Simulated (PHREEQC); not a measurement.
A solution holds 0.094 mol/kgw CuSO4, 0.0041 mol/kgw H2SO4 and 0.001 mol/kgw Na2SO4, at 50 °C. Closed to the air; pH follows from the charge balance.

Computed with PHREEQC (ion-association model, wateq4f.dat).

- pH = 2.74
- ionic strength = 0.196 mol/kgw
- total alkalinity = -8.20 meq/kg

```
species     molality  activity   log γ
----------  --------  --------  ------
Cu+2          0.0482    0.0152  -0.503
SO4-2         0.0472    0.0132  -0.553
CuSO4         0.0458    0.0479   0.020
HSO4-        0.00590   0.00425  -0.142
H+           0.00230   0.00182  -0.102
Na+          0.00186   0.00136  -0.134
NaSO4-      0.000142  0.000105  -0.132
CuOH+        1.17e-7   8.29e-8  -0.149
Cu2(OH)2+2   1.01e-7   2.97e-8  -0.530
```

No solid was allowed to form. Away from 25 °C the constants follow the database's enthalpies or fits; those with neither stay at their 25 °C values.
